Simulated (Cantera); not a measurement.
Gas mixture: N₂O = 0.82 (molar parts), at 1330 Pa, frozen composition.

Cantera's kinetic-theory transport with the Lennard-Jones parameters of GRI-Mech 3.0, ideal gas; thermal conductivity in the multicomponent form. The composition is frozen, though it would react at the higher temperatures.

One state of this run: ρ (kg/m³) = 0.00784; cp (J/kg/K) = 1227; μ (µPa s) = 37.1; λ (mW/m/K) = 61.4; Pr = 0.741; D (cm²/s) H = 526; D (cm²/s) CH₃ = 92.6; D (cm²/s) CO₂ = 63.0. D: mixture-averaged diffusion coefficient of that species in the mixture.

Which value of T (K) does it belong to?
A. 900
B. 400
C. 1400
D. 1150

A, 900
